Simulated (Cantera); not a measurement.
Input: 1 mol CF₄, 4 mol H₂, equilibrated at 1.40 Pa.

Equilibrium computed with Cantera from the NASA thermochemical tables; the gas is ideal and each condensed phase is pure. Candidate condensed phases: C, C₆H₆, C₇H₈, C₈H₁₈; 95 gas species. Rates play no part.

Task: What share of the C ends up in condensed phases as a function of T (K), at 1550, 1700, 1850, 2000, 2150, 2300, 2450, 2600?

Result: 
| T (K) | C condensed (%) | as |
|---|---|---|
| 1550 | 100.0 | C(graphite) |
| 1700 | 100.0 | C(graphite) |
| 1850 | 99.9 | C(graphite) |
| 2000 | 99.8 | C(graphite) |
| 2150 | 99.5 | C(graphite) |
| 2300 | 96.1 | C(graphite) |
| 2450 | 49.6 | C(graphite) |
| 2600 | 0.0 | - |
